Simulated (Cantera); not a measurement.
# trisilylamine + N2 (silicon nitride deposition)

A closed system holds: 1 mol trisilylamine, 3.8 mol N2, held at 1075 K and 10.0 mbar.

Cantera equilibrium calculation (NASA polynomials, part measured and part estimated; ideal gas, pure solids and liquids). Candidate condensed phases: Si, Si3N4; 18 gas species. The feed counts by its element totals alone. Kinetics and transport are ignored.

```yaml
x(H2): 0.662
x(N2): 0.338
x(NH3): 1.15e-6
n(Si3N4(s)): 1.00 mol
gas_amount: 6.800 mol
log10 activity of Si(s) (absent): -4.64
```
